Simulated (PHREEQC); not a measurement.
1 kg of water holding 0.0043 mol/kgw Na2CO3, 0.38 mol/kgw KCl and 0.55 mol/kgw Na2SO4 is evaporated at 20 °C; the solids stay in contact with the brine. CO2 is held at log p = -3.4 (atm). Solids allowed: Arcanite, Burkeite, Glaserite, Halite, Kalicinite, Mirabilite, Misenite, Nahcolite, Natron, Sylvite, Thenardite, Trona. Others were left out.

The series has 13 steps of water left (kg), from 0.9999 to 0.083.

Computed with PHREEQC (Pitzer model, pitzer.dat).

Task: Which solids form, in which order, and at which step of the series does each first stand?

Result: Glaserite from water left = 0.3082 kg (pH 8.91); Mirabilite from water left = 0.2421 kg (pH 8.97); Thenardite from water left = 0.083 kg (pH 9.16).

Complexes and solids missing from the database can't appear.
